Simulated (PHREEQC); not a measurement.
Consider water at 50 °C with 0.0041 mol/kgw NH3, 0.00011 mol/kgw Na2SiO3 and 0.031 mol/kgw Na2CO3. Closed to the air; pH follows from the charge balance.

Model: ion-association model, phreeqc.dat, run in PHREEQC.

```csv
quantity,before,after
pH,10.60,10.40
ionic strength (mol/kgw),0.0595,0.0147
Na+ (mol/kgw),0.0466,0.0112
NaCO3- (mol/kgw),0.0156,0.00140
HCO3- (mol/kgw),0.00256,0.00139
SI of Quartz (SiO2),-1.54,-1.32
```

Which change was made?
A) NH3 from 0.0041 to 0.00205 mol/kgw
B) diluted 100-fold with water
C) Na2SiO3 from 0.00011 to 0.0011 mol/kgw
D) Na2CO3 from 0.031 to 0.0062 mol/kgw
E) Na2SiO3 from 0.00011 to 0.00055 mol/kgw

D, Na2CO3 from 0.031 to 0.0062 mol/kgw

Precipitation was switched off in this run. At this temperature some constants are extrapolated from 25 °C, and those without enthalpy data are left unchanged.
